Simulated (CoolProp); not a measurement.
Aqueous calcium chloride as a coolant, at 10 °C, 1 atm.

Computed with CoolProp (Melinder's fits for secondary coolants).

| mass % | freezing point (°C) | Prandtl number | conductivity (W/(m K)) | viscosity (mPa s) | density (kg/m³) |
|---|---|---|---|---|---|
| 2 | -0.9 | 9.60 | 0.579 | 1.37 | 1015 |
| 5.1 | -2.4 | 9.87 | 0.576 | 1.47 | 1042 |
| 8.2 | -4.4 | 10.2 | 0.573 | 1.59 | 1070 |
| 11.3 | -7.0 | 10.7 | 0.570 | 1.73 | 1099 |
| 14.4 | -10.3 | 11.4 | 0.566 | 1.92 | 1129 |
| 17.5 | -14.4 | 12.3 | 0.563 | 2.17 | 1159 |
| 20.6 | -19.3 | 13.7 | 0.559 | 2.50 | 1189 |
| 23.7 | -25.7 | 15.5 | 0.555 | 2.92 | 1220 |
| 26.8 | -34.6 | 18.0 | 0.551 | 3.49 | 1252 |
